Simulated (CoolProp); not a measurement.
Vapour-liquid equilibrium of isobutane (1) + R245fa (2) at 71.55 °C; x and y are mole fractions of (1).

Values from CoolProp's multi-fluid Helmholtz-energy mixture model, Bücker 2006 and Akasaka 2015; pair parameters Bell 2016.

Give the bubble pressure and the first vapour's composition at x = 0.125, 0.2, 0.5. Is there an azeotrope?

x = 0.125: 9.206 bar, y = 0.342; x = 0.2: 10.31 bar, y = 0.434; x = 0.5: 12.37 bar, y = 0.611. y crosses x between x = 0.65 and 0.725: the model has an azeotrope there.

Pair parameters are fitted to limited data, so mixtures are less certain than the pure fluids.
